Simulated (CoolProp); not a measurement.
Vapour-liquid equilibrium of carbon dioxide (1) + CH3F (R41) (2) at 2.25 °C; x and y are mole fractions of (1).

The numbers come from the multi-fluid Helmholtz-energy mixture model, Span 1996 and Lemmon 2006; pair parameters Bell 2016 in CoolProp.

```
x     bubble pressure (bar)  y at the bubble point  dew pressure at overall composition x (bar)  liquid density (mol/L)
----  ---------------------  ---------------------  -------------------------------------------  ----------------------
0.05                  22.38                  0.070                                        22.18                   19.76
0.15                  23.77                  0.199                                        23.23                   19.87
0.25                  25.13                  0.317                                        24.35                   19.98
0.35                  26.51                  0.427                                        25.53                   20.10
0.45                  27.91                  0.531                                        26.80                   20.22
0.55                  29.37                  0.629                                        28.19                   20.35
0.65                  30.89                  0.721                                        29.71                   20.46
0.75                  32.51                  0.808                                        31.41                   20.57
0.85                  34.22                  0.889                                        33.36                   20.66
0.95                  36.03                  0.965                                        35.65                   20.74
```

No azeotrope shows between x = 0.05 and 0.95.

The pair parameters rest on a limited set of measurements; away from them the model extrapolates.
